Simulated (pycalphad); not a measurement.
CALPHAD calculation (pycalphad, COST 507 light-alloy database (1999)), 1 atm. The data set is of 1999 and partly superseded. Not assessed as a whole: an extrapolation from subsystems, which can miss ternary compounds.

Molar enthalpy of Al-0.82Cu-8.18Si (at.%) in equilibrium (SER reference):

```
T (K)  H (kJ/mol)                           phases
-----  ----------  -------------------------------
1850        59.32                           liquid
1770        56.82                           liquid
1690        54.31                           liquid
1610        51.81                           liquid
1530        49.30                           liquid
1450        46.80                           liquid
1370        44.29                           liquid
1290        41.79                           liquid
1210        39.28                           liquid
1130        36.78                           liquid
1050        34.28                           liquid
970         31.79                           liquid
930         30.54                           liquid
890         29.30                           liquid
810         14.34               fcc + diamond (Si)
770         12.98               fcc + diamond (Si)
730         11.68               fcc + diamond (Si)
650          9.11  fcc + diamond (Si) + ALCU_THETA
570          6.72  fcc + diamond (Si) + ALCU_THETA
```

Cooling from 890 K to 810 K, across the freezing range, releases 15.0 kJ/mol, or 547 J/g. The slope is 31 J/(mol K) in the liquid and 34 J/(mol K) just below the solidus, where it includes any heat of precipitation. Liquidus 874 K, solidus 819 K. Changes were sought between steps of 40 K, so a narrower field can be missed.

Database names, with the compositions (at.%) that they take in these runs: ALCU_THETA: Al 67 Cu 33.
